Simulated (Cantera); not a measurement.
Feed: 1 mol CaO, 3.4 mol HBr, equilibrated at 425 °C and 1.70 Pa.

Cantera equilibrium calculation (NASA polynomials, part measured and part estimated; ideal gas, pure solids and liquids). Candidate condensed phases: Br₂, Ca, CaBr₂, CaO, Ca(OH)₂, H₂O; 19 gas species. Kinetics and transport are ignored.

Base state: HBr 0.583, H₂O 0.417, Br 3.54e-5, H₂ 3.44e-5, Br₂ 1.67e-5 (mole fractions); condensed: CaBr₂(s).

### Question
What changes in the equilibrium state with this change: CaO replaced by SiO₂?

### Answer
| species | before | after |
|---|---|---|
| HBr | 0.583 | 1.000 |
| H₂ | 3.44e-5 | 5.48e-5 |
| Br | 3.54e-5 | 4.80e-5 |
| H₂O | 0.417 | 1.58e-7 |
| Br₂ | 1.67e-5 | 3.08e-5 |
| CaBr₂(s), mol | 1.00 | 0 |
| SiO₂(α-quartz), mol | 0 | 1.00 |
Further candidate phases: Si, SiO₂.
